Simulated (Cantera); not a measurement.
Input: 1 mol Zr, 9.6 mol N2, 0.57 mol H2O, equilibrated at 2448.15 K and 9.10 Pa.

Equilibrium computed with Cantera from the NASA thermochemical tables; the gas is ideal and each condensed phase is pure. Candidate condensed phases: H2O, Zr, ZrN, ZrO2; 28 gas species. ZrN: taken at fixed stoichiometry. The numbers say what is thermodynamically allowed, not how fast it happens.

Base state: N2 0.846, H 0.0983, ZrO 0.0509, H2 0.00221, Zr 0.00201, ZrO2 0.000207, N 1.73e-5, O 1.56e-5 (mole fractions); condensed: ZrN(s).

What changes in the equilibrium state with this change: temperature from 2448.15 K to 1398 K?


```tsv
species	before	after
N2	0.846	0.942
H2	0.00221	0.0580
H	0.0983	0.000119
ZrO	0.0509	<1e-9
Zr	0.00201	<1e-9
ZrO2	0.000207	<1e-9
N	1.73e-5	<1e-9
O	1.56e-5	<1e-9
ZrN(s), mol	0.410	0.715
ZrO2(monoclinic), mol	0	0.285
```
Mutual solubility and eutectic melting of coexisting phases are not modelled. Condensed phases not in the tables: solid solutions among these carbides, nitrides and lower oxides.

What changes in the equilibrium state with this change: N2 from 9.6 to 0.56 mol?


```json
[
 {"species": "H", "before": "0.0983", "after": "0.533"},
 {"species": "ZrO", "before": "0.0509", "after": "0.221"},
 {"species": "N2", "before": "0.846", "after": "0.175"},
 {"species": "H2", "before": "0.00221", "after": "0.0651"},
 {"species": "ZrO2", "before": "0.000207", "after": "0.00177"},
 {"species": "N", "before": "1.73e-5", "after": "7.85e-6"},
 {"species": "Zr", "before": "0.00201", "after": "0.00442"},
 {"species": "O", "before": "1.56e-5", "after": "3.07e-5"},
 {"species": "ZrN(s), mol", "before": "0.410", "after": "0.518"},
 {"species": "ZrO2(tetragonal), mol", "before": "0", "after": "0.0922"}
]
```
Mutual solubility and eutectic melting of coexisting phases are not modelled. Condensed phases not in the tables: solid solutions among these carbides, nitrides and lower oxides.
